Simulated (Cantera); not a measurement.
Mixture: CO : H2 : CH4 : O2 : N2 : H2O = 1 : 0.61 : 0.11 : 2.33 : 8.76 : 1.7 (molar parts), equivalence ratio 0.44, at 52000 Pa, adiabatic and at constant pressure. Ignition delay is the time to a rise of 400 K.

Detailed kinetics in Cantera: GRI-Mech 3.0 (53 species, 325 reactions). Where the delays flatten at high temperature, the 400 K rule measures the pace of heat release, not the induction time.

Task: What does this change do: pressure from 52000 Pa to 500000 Pa?

Result: 
```
quantity           before     after
---------------  --------  --------
delay at 1173 K  0.310 ms  0.371 ms
delay at 1223 K  0.244 ms  0.142 ms
delay at 1273 K  0.204 ms   63.4 µs
delay at 1323 K  0.178 ms   34.1 µs
delay at 1373 K  0.162 ms   21.7 µs
delay at 1423 K  0.151 ms   15.6 µs
delay at 1473 K  0.145 ms   12.1 µs
```

Task: What does this change do: constant volume in place of constant pressure?

Result: 
```json
[
 {"quantity": "delay at 1173 K", "before": "0.310 ms", "after": "0.269 ms"},
 {"quantity": "delay at 1223 K", "before": "0.244 ms", "after": "0.206 ms"},
 {"quantity": "delay at 1273 K", "before": "0.204 ms", "after": "0.166 ms"},
 {"quantity": "delay at 1323 K", "before": "0.178 ms", "after": "0.141 ms"},
 {"quantity": "delay at 1373 K", "before": "0.162 ms", "after": "0.123 ms"},
 {"quantity": "delay at 1423 K", "before": "0.151 ms", "after": "0.111 ms"},
 {"quantity": "delay at 1473 K", "before": "0.145 ms", "after": "0.103 ms"}
]
```

Task: What does this change do: H2O 1.7 to 0.79 parts?

Result: 
```json
[
 {"quantity": "delay at 1173 K", "before": "0.310 ms", "after": "0.274 ms"},
 {"quantity": "delay at 1223 K", "before": "0.244 ms", "after": "0.222 ms"},
 {"quantity": "delay at 1273 K", "before": "0.204 ms", "after": "0.190 ms"},
 {"quantity": "delay at 1323 K", "before": "0.178 ms", "after": "0.169 ms"},
 {"quantity": "delay at 1373 K", "before": "0.162 ms", "after": "0.155 ms"},
 {"quantity": "delay at 1423 K", "before": "0.151 ms", "after": "0.147 ms"},
 {"quantity": "delay at 1473 K", "before": "0.145 ms", "after": "0.143 ms"}
]
```
